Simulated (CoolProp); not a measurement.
Saturation properties of octamethylcyclotetrasiloxane (D4) (Tc = 313.4 °C, pc = 1.347 MPa, ω = 0.598).

Computed with CoolProp (reference Helmholtz-energy equation of state, Thol 2015).

```json
[
 {"T (°C)": "90.85", "p (MPa)": "0.005921", "liquid density (kg/m³)": "874.1", "enthalpy of vaporisation (kJ/kg)": "161.9"},
 {"T (°C)": "97.75", "p (MPa)": "0.007961", "liquid density (kg/m³)": "865.9", "enthalpy of vaporisation (kJ/kg)": "159.4"},
 {"T (°C)": "104.75", "p (MPa)": "0.01060", "liquid density (kg/m³)": "857.4", "enthalpy of vaporisation (kJ/kg)": "157.0"},
 {"T (°C)": "111.75", "p (MPa)": "0.01391", "liquid density (kg/m³)": "848.8", "enthalpy of vaporisation (kJ/kg)": "154.5"},
 {"T (°C)": "118.75", "p (MPa)": "0.01802", "liquid density (kg/m³)": "840.2", "enthalpy of vaporisation (kJ/kg)": "152.0"},
 {"T (°C)": "125.65", "p (MPa)": "0.02300", "liquid density (kg/m³)": "831.6", "enthalpy of vaporisation (kJ/kg)": "149.6"},
 {"T (°C)": "132.65", "p (MPa)": "0.02913", "liquid density (kg/m³)": "822.7", "enthalpy of vaporisation (kJ/kg)": "147.1"},
 {"T (°C)": "139.65", "p (MPa)": "0.03650", "liquid density (kg/m³)": "813.8", "enthalpy of vaporisation (kJ/kg)": "144.5"},
 {"T (°C)": "146.65", "p (MPa)": "0.04530", "liquid density (kg/m³)": "804.7", "enthalpy of vaporisation (kJ/kg)": "142.0"},
 {"T (°C)": "153.55", "p (MPa)": "0.05554", "liquid density (kg/m³)": "795.6", "enthalpy of vaporisation (kJ/kg)": "139.4"},
 {"T (°C)": "160.55", "p (MPa)": "0.06771", "liquid density (kg/m³)": "786.3", "enthalpy of vaporisation (kJ/kg)": "136.8"},
 {"T (°C)": "167.55", "p (MPa)": "0.08189", "liquid density (kg/m³)": "776.7", "enthalpy of vaporisation (kJ/kg)": "134.1"},
 {"T (°C)": "174.55", "p (MPa)": "0.09830", "liquid density (kg/m³)": "767.0", "enthalpy of vaporisation (kJ/kg)": "131.4"}
]
```

It boils at 175.7 °C under 1 atm.
